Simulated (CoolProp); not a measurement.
Vapour-liquid equilibrium of C2F6 (R116) (1) + propane (2) at 0.41 MPa; x and y are mole fractions of (1).

Values from CoolProp's multi-fluid Helmholtz-energy mixture model, Lemmon 2006 and Lemmon 2009; pair parameters Bell 2016.

| x | bubble temperature (K) | y at the bubble point | dew temperature at overall composition x (K) | liquid density (mol/L) |
|---|---|---|---|---|
| 0.05 | 250.1 | 0.463 | 266.8 | 12.45 |
| 0.125 | 237.2 | 0.684 | (withheld) | 12.52 |
| 0.2 | 232.4 | 0.749 | 261.4 | 12.38 |
| 0.275 | 230.5 | 0.773 | 258.5 | 12.17 |
| 0.35 | 229.7 | 0.783 | 255.3 | 11.94 |
| 0.425 | 229.2 | (withheld) | 251.9 | 11.71 |
| 0.5 | 228.8 | 0.797 | 248.2 | 11.50 |
| 0.575 | (withheld) | 0.806 | 244.1 | (withheld) |
| 0.65 | 227.9 | 0.820 | 239.5 | 11.13 |
| 0.725 | 227.3 | 0.839 | 234.2 | 10.98 |
| 0.8 | 226.7 | 0.867 | 228.7 | 10.85 |
| 0.875 | 226.2 | 0.904 | 226.6 | (withheld) |
| 0.95 | 225.9 | 0.956 | 225.9 | 10.63 |

Problem. Fill in the missing entries.

Solution. 
- 0.125, dew temperature at overall composition x (K): 264.2
- 0.425, y at the bubble point: 0.790
- 0.575, bubble temperature (K): 228.4
- 0.575, liquid density (mol/L): 11.30
- 0.875, liquid density (mol/L): 10.73

No azeotrope shows between x = 0.05 and 0.95.

The pair parameters rest on a limited set of measurements; away from them the model extrapolates. With so large a gap from Raoult's law the liquid may split in two, which this calculation doesn't test in full.
